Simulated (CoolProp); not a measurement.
A Linde-Hampson liquefier for nitrogen: isothermal reversible compression at 200 K from 1 atm to 15 MPa, throttling to 1 atm, return gas leaving the recuperator 0 K below the feed. Each further row changes one setting.

Computed with CoolProp (reference Helmholtz-energy equation of state, Span 2000).

```tsv
case	liquid yield per pass	compression work (kJ/kg of gas)
as stated	[?]	282
high pressure 30 MPa	[?]	[?]
warm-end temperature 230 K	[?]	332
warm-end gap 5 K	[?]	282
```

### Question
Fill in the missing entries.

### Answer

- as stated, liquid yield per pass: 0.202
- high pressure 30 MPa, liquid yield per pass: 0.257
- high pressure 30 MPa, compression work (kJ/kg of gas): 320
- warm-end temperature 230 K, liquid yield per pass: 0.135
- warm-end gap 5 K, liquid yield per pass: 0.189
